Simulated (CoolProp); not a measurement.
20 sccm (0 °C, 1 atm) of nitrogen bubbles through liquid octamethyltrisiloxane (MDM) at 291.6 K and leaves saturated at a total pressure of 0.00698 MPa (ideal gas phase). Each further row changes one setting.

Computed with CoolProp (reference Helmholtz-energy equation of state, Thol 2017).

```tsv
case	vapour pressure (kPa)	mole fraction of vapour	delivery (mg/min)	delivery (sccm)	change of delivery for a bath 1 K warmer (%)
as stated	0.321	0.0460	10.2	?	7.5
bath temperature 296.6 K	?	0.0646	14.6	?	7.3
total pressure 0.014 MPa	0.321	0.0229	?	0.470	7.3
```

Task: What belongs in the gaps?

Result: 
- as stated, delivery (sccm): 0.965
- bath temperature 296.6 K, vapour pressure (kPa): 0.451
- bath temperature 296.6 K, delivery (sccm): 1.38
- total pressure 0.014 MPa, delivery (mg/min): 4.96
